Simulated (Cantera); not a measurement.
**Counterflow diffusion flame**

A counterflow diffusion flame at 278 Torr, nozzles 20 mm apart: fuel side 100 % CH4 at 423 K, oxidiser side 21.0 % O2, 79.0 % N2 at 450 K, fuel mass flux 0.74 times the oxidiser's; mixture-averaged transport, no radiation.

Computed with Cantera and GRI-Mech 3.0 (53 species, 325 reactions). GRI-Mech 3.0 has no aromatics or soot, which form on the fuel side of real flames. The maximum strain rate includes the flame's own expansion and is several times the mean. A flux with no burning solution from the previous one only brackets extinction.

| oxidiser flux (kg/m²/s) | max strain (1/s) | mean strain (1/s) | T max (K) | peak x OH | peak x H | peak x NO | peak x CO | peak x C2H2 |
|---|---|---|---|---|---|---|---|---|
| 0.092 | 171 | 36.3 | 2010 | 0.00800 | 0.00671 | 0.000192 | 0.0571 | 0.0123 |
| 0.16 | 277 | 63.1 | 1980 | 0.00755 | 0.00691 | 0.000147 | 0.0563 | 0.0111 |
| 0.27 | 444 | 107 | 1952 | 0.00705 | 0.00699 | 0.000104 | 0.0566 | 0.00969 |
| 0.46 | 722 | 181 | 1906 | 0.00613 | 0.00657 | 5.79e-5 | 0.0575 | 0.00738 |
x: mole fraction; the columns are a selection and need not sum to one.

At the next flux tried, 0.78 kg/m²/s, no burning solution was found from the previous one.
